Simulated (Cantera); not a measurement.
Input: 1 mol Si, 0.67 mol NF3, 2.4 mol N2, 5.8 mol HF, equilibrated at 1125 K and 10.0 Torr.

These are equilibrium values from Cantera (NASA tables, ideal gas, pure condensed phases), not measurements of a reactor. Candidate condensed phases: Si, Si3N4; 37 gas species. Rates play no part.

Base state: HF 0.446, N2 0.320, SiF4 0.117, H2 0.117 (mole fractions); condensed: gas only.

Q: What changes in the equilibrium state with this change: 0.54 mol Cl2 added?

A: 
| species | before | after |
|---|---|---|
| HF | 0.446 | 0.420 |
| N2 | 0.320 | 0.301 |
| HCl | 0 | 0.119 |
| H2 | 0.117 | 0.0501 |
| SiF4 | 0.117 | 0.110 |
Further candidate phases: NH4Cl.
